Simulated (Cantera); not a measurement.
Adiabatic ignition

An adiabatic, constant-volume homogeneous reactor starts with CH4 : O2 : N2 = 1 : 0.833 : 6.42 (molar parts), at 1775 K and 750 Torr.

Cantera simulation using GRI-Mech 3.0 (53 species, 325 reactions); the numbers are that mechanism's predictions, not measurements.

```tsv
t (s)	T (K)	P (bar)	x CH4	x O2	x C2H	x C2H4	x NO	x O
3.00e-6	1775	1.000	0.121	0.101	<1e-12	2.20e-9	<1e-12	1.47e-7
8.55e-6	1775	1.000	0.121	0.101	<1e-12	8.34e-8	<1e-12	2.05e-7
2.44e-5	1774	0.999	0.121	0.101	<1e-12	2.68e-6	3.99e-12	4.07e-7
6.95e-5	1773	1.000	0.119	0.100	6.78e-12	8.87e-5	3.02e-11	1.31e-6
0.000198	1857	1.06	0.0890	0.0837	8.14e-8	0.00440	5.71e-9	2.08e-5
0.000564	2511	1.62	0.000142	2.36e-6	1.41e-6	2.87e-7	0.000274	1.29e-5
0.00161	2496	1.61	5.46e-10	3.63e-6	<1e-12	<1e-12	0.000414	2.05e-5
0.00458	2496	1.61	4.56e-11	4.00e-6	<1e-12	<1e-12	0.000209	2.25e-5
0.0131	2497	1.61	4.10e-11	4.04e-6	<1e-12	<1e-12	0.000109	2.27e-5
0.0372	2497	1.61	4.04e-11	4.05e-6	<1e-12	<1e-12	9.37e-5	2.28e-5
0.106	2497	1.61	4.04e-11	4.05e-6	<1e-12	<1e-12	9.35e-5	2.28e-5
0.302	2497	1.61	4.04e-11	4.05e-6	<1e-12	<1e-12	9.35e-5	2.28e-5
0.862	2497	1.61	4.04e-11	4.05e-6	<1e-12	<1e-12	9.35e-5	2.28e-5
2.46	2497	1.61	4.04e-11	4.05e-6	<1e-12	<1e-12	9.35e-5	2.28e-5
7.00	2497	1.61	4.04e-11	4.05e-6	<1e-12	<1e-12	9.35e-5	2.28e-5
```
x: mole fraction; the columns are a selection and need not sum to one.

```
Item                                                                   Value
---------------------------------  -----------------------------------------
time of steepest temperature rise                                   0.241 ms
temperature at 7.00 s                                                 2497 K
equilibrium temperature                                               2497 K
x(CH4) at 7.00 s                   4.04e-11 (gas-phase equilibrium 4.51e-11)
x(O2) at 7.00 s                      4.05e-6 (gas-phase equilibrium 4.05e-6)
x(C2H) at 7.00 s                       <1e-12 (gas-phase equilibrium <1e-12)
```
